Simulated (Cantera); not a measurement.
Gas mixture: N2O = 0.99 (molar parts), at 2.66 atm, frozen composition.

Cantera's kinetic-theory transport with the Lennard-Jones parameters of GRI-Mech 3.0, ideal gas; thermal conductivity in the mixture-averaged form.

D: mixture-averaged diffusion coefficient of that species in the mixture.

| T (K) | ρ (kg/m³) | cp (J/kg/K) | μ (µPa s) | λ (mW/m/K) | Pr | D (cm²/s) N2 | D (cm²/s) O | D (cm²/s) NO |
|---|---|---|---|---|---|---|---|---|
| 400 | 3.57 | 970.3 | 19.5 | 25.5 | 0.741 | 0.0989 | 0.158 | 0.0969 |
| 500 | 2.86 | 1043 | ? | ? | 0.740 | ? | ? | ? |
| 600 | 2.38 | 1101 | ? | ? | 0.739 | ? | ? | ? |
| 700 | 2.04 | 1150 | 30.8 | 47.9 | 0.739 | 0.263 | 0.416 | 0.258 |
| 800 | 1.79 | 1192 | 34.0 | 54.9 | 0.739 | 0.330 | 0.522 | 0.324 |
| 900 | 1.59 | 1227 | 37.1 | 61.5 | 0.740 | 0.403 | 0.637 | 0.395 |
| 1000 | 1.43 | 1255 | 40.0 | 68.0 | 0.739 | 0.482 | 0.760 | 0.472 |

### Question
Some entries are withheld; supply them.

### Answer

- 500, μ (µPa s): 23.6
- 500, λ (mW/m/K): 33.2
- 500, D (cm²/s) N2: 0.147
- 500, D (cm²/s) O: 0.233
- 500, D (cm²/s) NO: 0.144
- 600, μ (µPa s): 27.3
- 600, λ (mW/m/K): 40.7
- 600, D (cm²/s) N2: 0.202
- 600, D (cm²/s) O: 0.319
- 600, D (cm²/s) NO: 0.198
